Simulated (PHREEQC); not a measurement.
Make-up at 25 °C: 0.08 mol/kgw HF and 6.6e-05 mol/kgw (CH3)4NF. Closed to the air; pH follows from the charge balance.

Computed with PHREEQC (ion-association model, wateq4f.dat).

```tsv
quantity	before	after
pH	2.17	7.02
ionic strength (mol/kgw)	0.00733	6.61e-5
HF (mol/kgw)	0.0554	9.36e-9
F- (mol/kgw)	0.00605	6.60e-5
```

Q: What was changed between the two runs?
A) (CH3)4NF replaced by LiF at the same molality
B) (CH3)4NF from 6.6e-05 to 1.32e-05 mol/kgw
C) (CH3)4NF left out
D) HF left out
E) HF replaced by CsF at the same molality

A: D, HF left out

Precipitation was switched off in this run. (CH3)4N+ isn't in the database: it is added as a free cation with an ion size of 4 Å. wateq4f.dat counts part of the HF as a dimer, H2F2, which phreeqc.dat doesn't know; its constant is uncertain.
